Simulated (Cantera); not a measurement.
# Thermodynamics of silicon oxide and oxynitride deposition, feed SiF4 + N2O + H2 + O2

Charge: 1 mol SiF4, 40 mol N2O, 0.18 mol H2, 0.1 mol O2, equilibrated at 1.43 Torr.

These are equilibrium values from Cantera (NASA tables, ideal gas, pure condensed phases), not measurements of a reactor. Candidate condensed phases: H2O, Si, SiO2, Si2N2O, Si3N4; 58 gas species. The tables' values for SiF3, SiO2 are old estimates; treat these amounts as uncertain. The tables hold silica as quartz up to 1696 K and as liquid above; real silica turns to tridymite and cristobalite and melts near 1996 K. Kinetics and transport are ignored.

From 902 °C to 1402 °C the condensed part is SiO2(β-quartz). From 1502 °C to 1702 °C the condensed part is SiO2(condensed). At 1802 °C nothing is condensed. The main Si-bearing gas is SiF4 throughout.

```csv
T (°C),x N2,x O2,x O,x SiF4,x NO,x HF,x F,x SiO,n SiO2(β-quartz),n SiO2(condensed)
902,0.653,0.326,1.91e-7,0.0149,0.000183,0.00585,1.32e-8,<1e-12,0.0897,0
1002,0.653,0.326,1.46e-6,0.0149,0.000380,0.00586,1.07e-7,<1e-12,0.0898,0
1102,0.652,0.326,8.34e-6,0.0149,0.000712,0.00586,6.43e-7,<1e-12,0.0899,0
1202,0.652,0.326,3.76e-5,0.0149,0.00122,0.00587,3.03e-6,2.34e-11,0.0899,0
1302,0.652,0.325,0.000140,0.0148,0.00196,0.00587,1.18e-5,1.40e-9,0.0900,0
1402,0.651,0.325,0.000447,0.0148,0.00298,0.00586,3.90e-5,5.13e-8,0.0903,0
1502,0.650,0.324,0.00125,0.0148,0.00430,0.00586,0.000114,1.21e-6,0,0.0910
1602,0.649,0.321,0.00313,0.0147,0.00596,0.00584,0.000295,2.00e-5,0,0.0910
1702,0.646,0.318,0.00712,0.0145,0.00795,0.00581,0.000697,0.000248,0,0.0763
1802,0.640,0.311,0.0149,0.0139,0.0102,0.00576,0.00170,0.00146,0,0
```
x: gas mole fraction; n: condensed amount in mol.
